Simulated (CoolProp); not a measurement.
Vapour-liquid equilibrium of n-hexane (1) + o-xylene (2) at 248 kPa; x and y are mole fractions of (1).

The numbers come from the multi-fluid Helmholtz-energy mixture model, Thol 2019 and Zhou 2012; pair parameters Bell 2016 in CoolProp.

```json
[
 {"x": "0.05", "bubble temperature (K)": "444.9", "y at the bubble point": "0.224", "dew temperature at overall composition x (K)": "452.8", "liquid density (mol/L)": "6.942"},
 {"x": "0.2", "bubble temperature (K)": "422.1", "y at the bubble point": "0.606", "dew temperature at overall composition x (K)": "446.1", "liquid density (mol/L)": "7.026"},
 {"x": "0.35", "bubble temperature (K)": "406.9", "y at the bubble point": "0.778", "dew temperature at overall composition x (K)": "438.4", "liquid density (mol/L)": "7.038"},
 {"x": "0.5", "bubble temperature (K)": "396.1", "y at the bubble point": "0.869", "dew temperature at overall composition x (K)": "429.5", "liquid density (mol/L)": "7.006"},
 {"x": "0.65", "bubble temperature (K)": "387.8", "y at the bubble point": "0.924", "dew temperature at overall composition x (K)": "418.7", "liquid density (mol/L)": "6.945"},
 {"x": "0.8", "bubble temperature (K)": "381.1", "y at the bubble point": "0.962", "dew temperature at overall composition x (K)": "404.5", "liquid density (mol/L)": "6.865"},
 {"x": "0.95", "bubble temperature (K)": "375.2", "y at the bubble point": "0.991", "dew temperature at overall composition x (K)": "383.4", "liquid density (mol/L)": "6.772"}
]
```

No azeotrope shows between x = 0.05 and 0.95.

Pair parameters are fitted to limited data, so mixtures are less certain than the pure fluids.
